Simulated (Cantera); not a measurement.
A Cantera script and its output.

```python
import numpy as np
import cantera as ct

gas = ct.Solution("h2o2.yaml")
gas.TPX = 900, 63000, {'H2': 1.2, 'O2': 1, 'N2': 5.3}
reactor = ct.IdealGasConstPressureReactor(gas, energy="off", clone=False)
net = ct.ReactorNet([reactor])
net.rtol, net.atol = 1e-08, 1e-18
show = ['H2', 'O2', 'H2O', 'OH', 'O', 'HO2', 'H2O2']
times = np.geomspace(7e-06, 2, 11)

steps = ct.SolutionArray(gas, extra=["t"])
rows = []
print(f"{'t/s':>10s}{'T/K':>9s}{'P/Pa':>11s}" + "".join(f"{s:>11s}" for s in show))
for t in times:
    while net.time < t:
        t_next = net.step()
        steps.append(gas.state, t=t_next)
    rows.append([np.interp(t, steps.t, y) for y in (steps.T, steps.P, *steps(*show).X.T)])
    print(f"{t:10.3e}{rows[-1][0]:9.1f}{rows[-1][1]:11.4g}" + "".join(f"{x:11.3e}" for x in rows[-1][2:]))
rate = np.gradient(steps.T, steps.t)
print("integrator steps:", len(steps.t))
if steps.T.max() > steps.T[0] + 200:
    print(f"time of steepest temperature rise: {steps.t[rate.argmax()]:.4e} s")
gas.TPX = 900, 63000, {'H2': 1.2, 'O2': 1, 'N2': 5.3}
gas.equilibrate("TP")
print(f"equilibrium (TP): T = {gas.T:.1f} K  " + "  ".join(f"{s} {gas[s].X[0]:.3e}" for s in show))
```

It prints:

```
       t/s      T/K       P/Pa         H2         O2        H2O         OH          O        HO2       H2O2
 7.000e-06    900.0    6.3e+04  1.600e-01  1.333e-01  2.316e-13  6.175e-14  1.652e-13  3.828e-12  2.565e-16
 2.459e-05    900.0    6.3e+04  1.600e-01  1.333e-01  3.697e-12  2.553e-13  9.444e-13  1.749e-11  3.863e-15
 8.635e-05    900.0    6.3e+04  1.600e-01  1.333e-01  4.470e-11  7.789e-13  3.155e-12  1.000e-10  7.171e-14
 3.033e-04    900.0    6.3e+04  1.600e-01  1.333e-01  3.744e-10  1.500e-12  6.199e-12  6.100e-10  1.535e-12
 1.065e-03    900.0    6.3e+04  1.600e-01  1.333e-01  1.984e-09  1.819e-12  7.531e-12  2.920e-09  2.810e-11
 3.742e-03    900.0    6.3e+04  1.600e-01  1.333e-01  9.095e-09  2.513e-12  1.039e-11  1.250e-08  4.297e-10
 1.314e-02    900.0    6.3e+04  1.600e-01  1.333e-01  6.110e-08  7.164e-12  2.929e-11  7.282e-08  7.569e-09
 4.616e-02    900.0    6.3e+04  1.600e-01  1.333e-01  2.471e-06  1.992e-10  7.632e-10  2.077e-06  5.809e-07
 1.621e-01    900.0    6.3e+04  1.210e-01  1.149e-01  4.223e-02  9.090e-09  1.768e-08  1.923e-05  1.462e-04
 5.694e-01    900.0    6.3e+04  1.093e-01  1.091e-01  5.461e-02  4.239e-08  5.963e-08  3.377e-05  5.821e-04
 2.000e+00    900.0    6.3e+04  6.881e-02  9.014e-02  9.869e-02  3.994e-08  4.553e-08  2.822e-05  4.570e-04
integrator steps: 1460
equilibrium (TP): T = 900.0 K  H2 2.930e-12  O2 5.797e-02  H2O 1.739e-01  OH 1.412e-08  O 1.644e-12  HO2 7.049e-11  H2O2 2.262e-11
```

Model: the H2/O2 subset of GRI-Mech 3.0, which has no nitrogen chemistry, integrated in Cantera. Below about 950 K walls govern HO2 and H2O2 in real vessels. The temperature is held fixed by assumption; the heat of reaction is taken as removed at once.
